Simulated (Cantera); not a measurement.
Feed: 1 mol SiC, 0.013 mol Si, 0.069 mol N2, held at 2.20e-5 bar.

These are equilibrium values from Cantera (NASA tables, ideal gas, pure condensed phases), not measurements of a reactor. Candidate condensed phases: C, Si, SiC, Si3N4; 20 gas species. The tables' values for SiN are old estimates; treat these amounts as uncertain. Kinetics and transport are ignored.

Q: At 2673 K, list the 5 most abundant gas species with their mole fractions, and the condensed phases.

A: Si 0.610, SiC2 0.143, C3 0.120, C 0.0527, N2 0.0446. Condensed: gas only.
